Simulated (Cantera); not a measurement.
## Si + CO₂ + N₂ + O₂ (thermal oxidation and active oxidation of silicon)

A closed system holds: 1 mol Si, 4.8 mol CO₂, 320 mol N₂, 0.4 mol O₂, held at 1625 K and 17000 Pa.

Cantera equilibrium calculation (NASA polynomials, part measured and part estimated; ideal gas, pure solids and liquids). Candidate condensed phases: C, Si, SiC, SiO₂, Si₂N₂O, Si₃N₄; 34 gas species. The tables hold silica as quartz up to 1696 K and as liquid above; real silica turns to tridymite and cristobalite and melts near 1996 K. Equilibrium is a limit: real reactors are often held back by kinetics, nucleation or transport.

```json
{
 "x(N₂)": "0.985",
 "x(CO₂)": "0.0111",
 "x(CO)": "0.00370",
 "x(NO)": "1.05e-6",
 "n(SiO₂(β-quartz))": "1.000 mol",
 "gas_amount": "324.8 mol",
 "log10 activity of C(graphite) (absent)": "-7.30",
 "log10 activity of Si(s) (absent)": "-11.83"
}
```
